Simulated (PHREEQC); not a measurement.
A solution holds 1.6 mol/kgw NaCl and 2.5 mol/kgw MgCl2, at 20 °C. Closed to the air; pH follows from the charge balance.

Model: Pitzer model, pitzer.dat, run in PHREEQC.

This is a speciation only: nothing precipitates in the calculation.

**Question.** What activity of water, density, osmotic coefficient does the model give?

**Answer.** activity of water 0.691; density 1.212 g/cm³; osmotic coefficient 1.915.
